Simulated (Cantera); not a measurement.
A closed system holds: 1 mol AlCl₃, 0.72 mol HCl, 130 mol N₂, equilibrated at 1575 K and 1.00 Torr.

Equilibrium computed with Cantera from the NASA thermochemical tables; the gas is ideal and each condensed phase is pure. Candidate condensed phases: Al, AlCl₃, AlN, NH₄Cl; 20 gas species. The tables' values for AlCl₂ are old estimates; treat these amounts as uncertain. The numbers say what is thermodynamically allowed, not how fast it happens.

Base state: N₂ 0.986, AlCl₃ 0.00666, HCl 0.00543, Cl 0.00128, AlCl₂ 0.000601, AlCl 0.000323, H₂ 1.47e-5 (mole fractions); condensed: gas only.

Task: What changes in the equilibrium state with this change: temperature from 1575 K to 1250 K?

Result: 
```json
[
 {"species": "N₂", "before": "0.986", "after": "0.987"},
 {"species": "AlCl₃", "before": "0.00666", "after": "0.00758"},
 {"species": "HCl", "before": "0.00543", "after": "0.00545"},
 {"species": "Cl", "before": "0.00128", "after": "2.31e-5"},
 {"species": "AlCl", "before": "0.000323", "after": "2.24e-7"},
 {"species": "AlCl₂", "before": "0.000601", "after": "8.37e-6"},
 {"species": "H₂", "before": "1.47e-5", "after": "7.13e-6"}
]
```
